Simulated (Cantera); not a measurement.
Feed: 1 mol CO, 2.7 mol NH3, 1.8 mol H2, 0.17 mol CO2, held at 1175 K and 1.33 mbar.

These are equilibrium values from Cantera (NASA tables, ideal gas, pure condensed phases), not measurements of a reactor. Equilibrium is a limit: real reactors are often held back by kinetics, nucleation or transport.

| species | before | after |
|---|---|---|
| H2 | 0.681 | 0.608 |
| N2 | 0.161 | 0.189 |
| H2O | 0.0176 | 0.113 |
| CO | 0.137 | 0.00628 |
| CH4 | 2.91e-9 | 0.0491 |
| CO2 | 0.00276 | 0.0340 |
| NH3 | 6.49e-8 | 1.18e-5 |
| C(graphite), mol | 0 | 0.532 |
Gas species are given as mole fractions.

Task: Which change was made?
A) CO2 from 0.17 to 2.8 mol
B) NH3 from 2.7 to 0.013 mol
C) temperature from 1175 K to 598 K
D) CO2 from 0.17 to 0.057 mol

Result: C, temperature from 1175 K to 598 K
